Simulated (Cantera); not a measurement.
Input: 1 mol Si, 1.1 mol H2O, 190 mol N2, held at 1580 Torr.

Method: chemical equilibrium by Gibbs-energy minimisation in Cantera with the NASA 1993 tables (ideal gas, pure condensed phases). Candidate condensed phases: H2O, Si, SiO2, Si2N2O, Si3N4; 35 gas species. Mutual solubility and eutectic melting of coexisting phases are not modelled. The tables hold silica as quartz up to 1696 K and as liquid above; real silica turns to tridymite and cristobalite and melts near 1996 K. Kinetics and transport are ignored.

Problem. Which condensed phases are stable at each of these points (T (K)): 1575, 1600, 1625, 1650, 1675, 1700, 1725, 1750, 1775, 1800?

Solution. 
```
T (K)             condensed phases  Si condensed (%)
-----  ---------------------------  ----------------
1575    SiO2(β-quartz) + Si2N2O(s)              99.9
1600    SiO2(β-quartz) + Si2N2O(s)              99.8
1625    SiO2(β-quartz) + Si2N2O(s)              99.7
1650    SiO2(β-quartz) + Si2N2O(s)              99.4
1675    SiO2(β-quartz) + Si2N2O(s)              99.0
1700   SiO2(condensed) + Si2N2O(s)              98.2
1725   SiO2(condensed) + Si2N2O(s)              97.1
1750   SiO2(condensed) + Si2N2O(s)              95.2
1775   SiO2(condensed) + Si2N2O(s)              92.3
1800   SiO2(condensed) + Si2N2O(s)              87.7
```

From 1575 K to 1675 K the condensed part is SiO2(β-quartz) + Si2N2O(s). From 1700 K to 1800 K the condensed part is SiO2(condensed) + Si2N2O(s).
